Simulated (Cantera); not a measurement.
An adiabatic, constant-pressure homogeneous reactor starts with 7.97 % CH4, 8.85 % O2, 82.9 % N2, 0.279 % C2H6, equivalence ratio 1.9, at 1475 K and 1.01 bar.

Detailed kinetics in Cantera: GRI-Mech 3.0 (53 species, 325 reactions).

x: mole fraction; the columns are a selection and need not sum to one.

```json
[
 {"t (s)": "5.00e-6", "T (K)": "1475", "x CH4": "0.0797", "x O2": "0.0885", "x C2H": "<1e-12", "x O": "7.19e-9", "x CO": "1.13e-10", "x NO": "<1e-12"},
 {"t (s)": "1.24e-5", "T (K)": "1475", "x CH4": "0.0797", "x O2": "0.0885", "x C2H": "<1e-12", "x O": "1.73e-8", "x CO": "1.83e-9", "x NO": "<1e-12"},
 {"t (s)": "3.10e-5", "T (K)": "1475", "x CH4": "0.0797", "x O2": "0.0885", "x C2H": "<1e-12", "x O": "4.48e-8", "x CO": "3.32e-8", "x NO": "<1e-12"},
 {"t (s)": "7.70e-5", "T (K)": "1474", "x CH4": "0.0797", "x O2": "0.0884", "x C2H": "<1e-12", "x O": "1.18e-7", "x CO": "6.92e-7", "x NO": "<1e-12"},
 {"t (s)": "0.000192", "T (K)": "1474", "x CH4": "0.0794", "x O2": "0.0883", "x C2H": "<1e-12", "x O": "2.24e-7", "x CO": "1.24e-5", "x NO": "<1e-12"},
 {"t (s)": "0.000477", "T (K)": "1477", "x CH4": "0.0784", "x O2": "0.0877", "x C2H": "1.16e-12", "x O": "3.22e-7", "x CO": "0.000139", "x NO": "1.76e-12"},
 {"t (s)": "0.00119", "T (K)": "1495", "x CH4": "0.0735", "x O2": "0.0844", "x C2H": "5.29e-11", "x O": "…", "x CO": "…", "x NO": "1.76e-11"},
 {"t (s)": "0.00295", "T (K)": "2120", "x CH4": "0.000559", "x O2": "3.42e-7", "x C2H": "7.32e-7", "x O": "7.59e-7", "x CO": "0.0614", "x NO": "2.44e-5"},
 {"t (s)": "0.00734", "T (K)": "2115", "x CH4": "0.000191", "x O2": "2.71e-7", "x C2H": "1.20e-7", "x O": "6.94e-7", "x CO": "0.0656", "x NO": "6.03e-5"},
 {"t (s)": "0.0183", "T (K)": "2113", "x CH4": "3.08e-6", "x O2": "2.83e-7", "x C2H": "1.29e-9", "x O": "7.49e-7", "x CO": "0.0668", "x NO": "0.000105"},
 {"t (s)": "0.0454", "T (K)": "2112", "x CH4": "3.36e-11", "x O2": "3.26e-7", "x C2H": "<1e-12", "x O": "8.65e-7", "x CO": "0.0669", "x NO": "…"},
 {"t (s)": "0.113", "T (K)": "2113", "x CH4": "1.27e-11", "x O2": "3.29e-7", "x C2H": "<1e-12", "x O": "8.69e-7", "x CO": "0.0669", "x NO": "5.20e-5"},
 {"t (s)": "0.281", "T (K)": "2113", "x CH4": "1.13e-11", "x O2": "3.29e-7", "x C2H": "<1e-12", "x O": "8.71e-7", "x CO": "0.0669", "x NO": "2.60e-5"},
 {"t (s)": "0.700", "T (K)": "2113", "x CH4": "1.10e-11", "x O2": "3.30e-7", "x C2H": "<1e-12", "x O": "8.72e-7", "x CO": "0.0669", "x NO": "1.50e-5"}
]
```

Q: Some entries are withheld; supply them.

A: 
- 0.00119, x O: 8.33e-7
- 0.00119, x CO: 0.00158
- 0.0454, x NO: 9.19e-5
